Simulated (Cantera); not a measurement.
Input (Python, Cantera):

```python
import numpy as np
import cantera as ct

gas = ct.Solution("gri30.yaml")
gas.TPX = 1250, 1333, {'N2O': 1, 'N2': 8.9}
inlet = ct.Reservoir(gas, clone=True)

reactor = ct.IdealGasConstPressureReactor(gas, energy="off", clone=False)
exhaust = ct.Reservoir(gas, clone=True)
tau = [3.7, 1.8, 0.9, 0.45, 0.22, 0.11, 0.054, 0.027, 0.013, 0.0066][0]
for a, b in ((inlet, reactor), (reactor, exhaust)):
    ct.MassFlowController(a, b, mdot=lambda t: reactor.mass / tau)
net = ct.ReactorNet([reactor])
show = ['N2O', 'NO2', 'N2', 'O', 'NO']

rows = []
print(f"{'tau/s':>10s}{'T/K':>9s}" + "".join(f"{s:>11s}" for s in show))
for tau in [3.7, 1.8, 0.9, 0.45, 0.22, 0.11, 0.054, 0.027, 0.013, 0.0066]:
    net.initial_time = 0.0
    net.advance(30 * tau)
    before = gas.X
    net.advance(40 * tau)
    drift = np.max(np.abs(gas.X - before) / (gas.X + 1e-9))
    rows.append([gas.T, *gas[show].X, drift])
    print(f"{tau:10.3e}{gas.T:9.1f}" + "".join(f"{x:11.3e}" for x in gas[show].X))
```

Result:

```
     tau/s      T/K        N2O        NO2         N2          O         NO
 3.700e+00   1250.0  9.359e-02  1.080e-07  9.024e-01  3.852e-06  8.895e-04
 1.800e+00   1250.0  9.726e-02  4.850e-08  9.007e-01  3.849e-06  4.494e-04
 9.000e-01   1250.0  9.910e-02  2.037e-08  8.999e-01  3.842e-06  2.285e-04
 4.500e-01   1250.0  1.000e-01  7.597e-09  8.994e-01  3.826e-06  1.149e-04
 2.200e-01   1250.0  1.005e-01  2.395e-09  8.992e-01  3.794e-06  5.596e-05
 1.100e-01   1250.0  1.008e-01  6.916e-10  8.991e-01  3.731e-06  2.758e-05
 5.400e-02   1250.0  1.009e-01  1.729e-10  8.990e-01  3.608e-06  1.311e-05
 2.700e-02   1250.0  1.010e-01  4.021e-11  8.990e-01  3.389e-06  6.160e-06
 1.300e-02   1250.0  1.010e-01  7.498e-12  8.990e-01  2.996e-06  2.623e-06
 6.600e-03   1250.0  1.010e-01  1.322e-12  8.990e-01  2.463e-06  1.095e-06
```

Computed with Cantera and GRI-Mech 3.0 (53 species, 325 reactions). GRI-Mech 3.0 was tuned for natural gas; its chemistry of N2O as a main component is partial and can be far from experiment. Radical loss at walls, strong at low pressure, is not modelled. The mechanism lacks the step 2 NO + O2 → 2 NO2, which can matter for NO2 below about 1400 K. The temperature is held fixed by assumption; the heat of reaction is taken as removed at once.
